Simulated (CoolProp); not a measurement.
Model: reference Helmholtz-energy equation of state, Lemmon 2006, in CoolProp. It is a short technical equation, of lower accuracy than the large ones.

### Question
Give the vapour pressure (MPa), liquid cp (kJ/(kg K)), liquid conductivity (mW/(m K)) of saturated C2F6 (R116) at 218.8, 237.9 K.

### Answer
```tsv
T (K)	p (MPa)	liquid cp (kJ/(kg K))	liquid conductivity (mW/(m K))
218.8	0.310	1.01	66.7
237.9	0.639	1.09	59.1
```

Thermal conductivity comes from a separate model (Huber 2003), an estimate that may be off by 10 % or more.
